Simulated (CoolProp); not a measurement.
The fluid at 293.15 K and 12.7 MPa (liquid) is heated at constant pressure to 328.1 K. The same conditions are run with several fluids, on thermodynamics alone (safety and materials aside).

Values from CoolProp's reference Helmholtz-energy equation of state of each fluid (propylene: Lemmon 2013; cyclopropane: Polt 1992; CH2F2 (R32): Tillner-Roth 1997; propylene glycol: Eisenbach 2021; hexamethyldisiloxane (MM): Thol 2016). The equations of Platzer and Polt are older, rougher fits.

| fluid | heat (kJ/kg) | final density (kg/m³) |
|---|---|---|
| propylene | 87.6 | 494 |
| cyclopropane | 77.5 | 600 |
| CH2F2 (R32) | 62.7 | 908 |
| propylene glycol | 89.3 | 1020 |
| hexamethyldisiloxane (MM) | 66.7 | 750 |
